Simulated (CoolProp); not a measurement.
Properties of octamethyltrisiloxane (MDM) at several states (Tc = 292.2 °C, pc = 14.38 bar, ω = 0.528).

Computed with CoolProp (reference Helmholtz-energy equation of state, Thol 2017).

```tsv
T (°C)	p (bar)	phase	cp (kJ/(kg K))	speed of sound (m/s)	isothermal compressibility (1/MPa)	fugacity coefficient
200.45	36.8	liquid	2.208	439.0	0.009493	0.09880
115.15	1.64	liquid	2.009	621.7	0.004265	0.2021
295.05	0.725	gas	2.084	140.3	14.03	0.9836
146.45	21.7	liquid	2.081	556.7	0.005480	0.04582
-55.95	24.7	liquid	1.647	1219	0.0009203	1.064e-7
-23.35	0.453	liquid	1.688	1087	0.001200	0.0002106
```
